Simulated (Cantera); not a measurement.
## SiH2Cl2 + N2 (silicon nitride deposition)

A closed system holds: 1 mol SiH2Cl2, a varied amount of N2, at 1673.15 K and 500 Pa.

Method: chemical equilibrium by Gibbs-energy minimisation in Cantera with the NASA 1993 tables (ideal gas, pure condensed phases). Candidate condensed phases: NH4Cl, Si, Si3N4; 28 gas species. The tables' values for SiCl3, SiCl are old estimates; treat these amounts as uncertain. Rates play no part.

```json
[
 {"n(N2) (mol)": "1.6", "x N2": "0.417", "x H2": "0.219", "x SiCl2": "0.212", "x HCl": "0.145", "x SiCl3": "0.00429", "n Si3N4(s)": "0.0856"},
 {"n(N2) (mol)": "2.2", "x N2": "0.503", "x H2": "0.184", "x SiCl2": "0.178", "x HCl": "0.130", "x SiCl3": "0.00352", "n Si3N4(s)": "0.0895"},
 {"n(N2) (mol)": "3.1", "x N2": "0.594", "x H2": "0.148", "x SiCl2": "0.144", "x HCl": "0.111", "x SiCl3": "0.00269", "n Si3N4(s)": "0.0930"},
 {"n(N2) (mol)": "4.3", "x N2": "0.673", "x H2": "0.118", "x SiCl2": "0.115", "x HCl": "0.0917", "x SiCl3": "0.00200", "n Si3N4(s)": "0.0956"},
 {"n(N2) (mol)": "5.9", "x N2": "0.741", "x H2": "0.0924", "x SiCl2": "0.0901", "x HCl": "0.0744", "x SiCl3": "0.00144", "n Si3N4(s)": "0.0977"},
 {"n(N2) (mol)": "8.2", "x N2": "0.800", "x H2": "0.0706", "x SiCl2": "0.0690", "x HCl": "0.0584", "x SiCl3": "0.000989", "n Si3N4(s)": "0.0993"},
 {"n(N2) (mol)": "11", "x N2": "0.844", "x H2": "0.0548", "x SiCl2": "0.0538", "x HCl": "0.0462", "x SiCl3": "0.000692", "n Si3N4(s)": "0.100"},
 {"n(N2) (mol)": "16", "x N2": "0.888", "x H2": "0.0392", "x SiCl2": "0.0385", "x HCl": "0.0337", "x SiCl3": "0.000427", "n Si3N4(s)": "0.101"},
 {"n(N2) (mol)": "22", "x N2": "0.916", "x H2": "0.0292", "x SiCl2": "0.0288", "x HCl": "0.0254", "x SiCl3": "0.000278", "n Si3N4(s)": "0.102"},
 {"n(N2) (mol)": "30", "x N2": "0.937", "x H2": "0.0218", "x SiCl2": "0.0215", "x HCl": "0.0191", "x SiCl3": "0.000181", "n Si3N4(s)": "0.102"},
 {"n(N2) (mol)": "42", "x N2": "0.954", "x H2": "0.0158", "x SiCl2": "0.0156", "x HCl": "0.0139", "x SiCl3": "0.000113", "n Si3N4(s)": "0.103"},
 {"n(N2) (mol)": "58", "x N2": "0.966", "x H2": "0.0115", "x SiCl2": "0.0114", "x HCl": "0.0102", "x SiCl3": "7.09e-5", "n Si3N4(s)": "0.103"}
]
```
x: gas mole fraction; n: condensed amount in mol.

From 1.6 mol N2 to 58 mol N2 the condensed part is Si3N4(s). The main Si-bearing gas is SiCl2 throughout.
